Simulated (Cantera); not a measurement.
Cantera run:

```python
import numpy as np
import cantera as ct

gas_names = """
    AL ALCL ALCL2 ALCL3 ALH ALN AL2 AL2CL6 CL CL2 H HCL H2 N NH NH2 NH3 N2 N2H2 N2H4
""".split()
cond_names = """
    AL(cr) AL(L) ALCL3(s) ALCL3(L) ALN(s) NH4CL(a) NH4CL(b)
""".split()


# ... load() reads the species with a 1 bar reference pressure and builds the phases ...
atoms = {
    'AlCl3': {'AL': 1, 'CL': 3},
    'NH3': {'N': 1, 'H': 3},
    'N2': {'N': 2},
}
top_T = {'ALN(s)': 2750}  # K; cautious upper limits of use, not melting points


# ... equilibrate(T, P, feed) seeds the gas with the atoms and calls Mixture.equilibrate('TP', solver="vcs", rtol=1e-11, max_steps=5000) ...
results = []
feed = {'AlCl3': 1, 'NH3': 17, 'N2': 4.7}  # mol
T = 1325  # K
for P in [10, 28, 77, 220, 600, 1700, 4600, 13000, 36000, 100000]:
    mix = equilibrate(T, P, feed)
    results.append((T, P, feed, dict(zip(mix.species_names, mix.species_moles))))
    x = sorted(zip(gas.X, gas.species_names), reverse=True)
    print(f"T = {T:g} K  P = {P:g} Pa  gas = {mix.phase_moles(0):.4g} mol")
    print("   x: " + "  ".join(f"{s} {v:.3e}" for v, s in x if v > 0.001))
    print("   condensed (mol): " + ("  ".join(f"{mix.phase(i).name} {mix.phase_moles(i):.4g}"
          for i in range(1, mix.n_phases) if mix.phase_moles(i) > 1e-12) or "none"))
```

It prints:

```
T = 1325 K  P = 10 Pa  gas = 40.37 mol
   x: H2 6.107e-01  N2 3.255e-01  HCL 4.186e-02  ALCL 1.547e-02  ALCL3 4.316e-03  ALCL2 2.015e-03
   condensed (mol): ALN(s) 0.12
T = 1325 K  P = 28 Pa  gas = 39.98 mol
   x: H2 6.141e-01  N2 3.246e-01  HCL 4.725e-02  ALCL 6.227e-03  ALCL3 6.164e-03  ALCL2 1.528e-03
   condensed (mol): ALN(s) 0.4435
T = 1325 K  P = 77 Pa  gas = 39.82 mol
   x: H2 6.156e-01  N2 3.242e-01  HCL 4.961e-02  ALCL3 7.111e-03  ALCL 2.376e-03  ALCL2 1.014e-03
   condensed (mol): ALN(s) 0.5819
T = 1325 K  P = 220 Pa  gas = 39.75 mol
   x: H2 6.162e-01  N2 3.240e-01  HCL 5.067e-02  ALCL3 7.568e-03
   condensed (mol): ALN(s) 0.6406
T = 1325 K  P = 600 Pa  gas = 39.72 mol
   x: H2 6.164e-01  N2 3.240e-01  HCL 5.113e-02  ALCL3 7.772e-03
   condensed (mol): ALN(s) 0.6635
T = 1325 K  P = 1700 Pa  gas = 39.71 mol
   x: H2 6.165e-01  N2 3.239e-01  HCL 5.135e-02  ALCL3 7.874e-03
   condensed (mol): ALN(s) 0.6737
T = 1325 K  P = 4600 Pa  gas = 39.7 mol
   x: H2 6.165e-01  N2 3.239e-01  HCL 5.146e-02  ALCL3 7.924e-03
   condensed (mol): ALN(s) 0.6781
T = 1325 K  P = 13000 Pa  gas = 39.7 mol
   x: H2 6.165e-01  N2 3.239e-01  HCL 5.152e-02  ALCL3 7.952e-03
   condensed (mol): ALN(s) 0.6804
T = 1325 K  P = 36000 Pa  gas = 39.7 mol
   x: H2 6.165e-01  N2 3.239e-01  HCL 5.156e-02  ALCL3 7.968e-03
   condensed (mol): ALN(s) 0.6815
T = 1325 K  P = 100000 Pa  gas = 39.7 mol
   x: H2 6.165e-01  N2 3.239e-01  HCL 5.157e-02  ALCL3 7.977e-03
   condensed (mol): ALN(s) 0.682
```

Equilibrium computed with Cantera from the NASA thermochemical tables; the gas is ideal and each condensed phase is pure. The tables' values for AlCl2 are old estimates; treat these amounts as uncertain.
